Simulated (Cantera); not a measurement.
Cantera run:

```python
import numpy as np
import cantera as ct

gas_names = """
    CL CL2 H HCL H2 Si SiCL SiCL2 SiCL3 SiCL4 SiH SiHCL3 SiH2 SiH2CL2 SiH3 SiH3CL SiH4 Si2 Si3
""".split()
cond_names = """
    Si(cr) Si(L)
""".split()


# ... load() reads the species with a 1 bar reference pressure and builds the phases ...
atoms = {
    'SiCl4': {'Si': 1, 'CL': 4},
    'H2': {'H': 2},
}
top_T = {}  # K; cautious upper limits of use, not melting points


# ... equilibrate(T, P, feed) seeds the gas with the atoms and calls Mixture.equilibrate('TP', solver="vcs", rtol=1e-11, max_steps=5000) ...
results = []
T = 1298  # K
P = 66000  # Pa
for m in [13, 43, 73, 100, 130, 160, 200, 230, 260, 290, 320]:
    feed = {'SiCl4': 1, 'H2': m}  # mol
    mix = equilibrate(T, P, feed)
    results.append((T, P, feed, dict(zip(mix.species_names, mix.species_moles))))

top = {s: max(r[3][s] / sum(r[3][g] for g in gas_names) for r in results) for s in gas_names}
cols = sorted((s for s in top if top[s] > 1e-05), key=lambda s: -top[s])[:8]
seen = [c for c in cond_names if any(r[3].get(c, 0) > 1e-12 for r in results)]
print("log10 of partial pressures in bar; condensed amounts in mol")
print(f"{'n(H2)':>10s}" + "".join(f"{s[:9]:>10s}" for s in cols + seen))
for T, P, feed, n in results:
    ng = sum(n[g] for g in gas_names)
    print(f"{feed['H2']:10.4g}" + "".join(f"{np.log10(max(n[s] / ng * P / 1e5, 1e-99)):10.3f}" for s in cols)
          + "".join(f"{n.get(c, 0):10.4g}" for c in seen))
```

Result:

```
log10 of partial pressures in bar; condensed amounts in mol
     n(H2)        H2       HCL     SiCL4    SiHCL3     SiCL2     SiCL3   SiH2CL2    SiH3CL    Si(cr)
        13    -0.241    -1.379    -1.727    -1.935    -2.092    -2.298    -2.993    -4.604   0.03682
        43    -0.206    -1.563    -2.531    -2.520    -2.494    -2.901    -3.361    -4.752    0.2658
        73    -0.198    -1.674    -2.993    -2.863    -2.725    -3.247    -3.583    -4.856    0.4217
       100    -0.194    -1.752    -3.314    -3.102    -2.886    -3.488    -3.740    -4.930    0.5227
       130    -0.192    -1.826    -3.613    -3.324    -3.035    -3.712    -3.887    -5.001    0.6056
       160    -0.190    -1.889    -3.870    -3.516    -3.163    -3.905    -4.014    -5.062    0.6673
       200    -0.188    -1.962    -4.166    -3.737    -3.311    -4.127    -4.160    -5.134    0.7273
       230    -0.187    -2.011    -4.361    -3.883    -3.409    -4.273    -4.256    -5.181     0.761
       260    -0.187    -2.054    -4.537    -4.015    -3.497    -4.406    -4.344    -5.224    0.7878
       290    -0.186    -2.094    -4.699    -4.136    -3.578    -4.527    -4.424    -5.264    0.8095
       320    -0.186    -2.131    -4.847    -4.247    -3.652    -4.638    -4.498    -5.300    0.8274
```

Method: chemical equilibrium by Gibbs-energy minimisation in Cantera with the NASA 1993 tables (ideal gas, pure condensed phases). The tables' values for SiCl3 are old estimates; treat these amounts as uncertain.
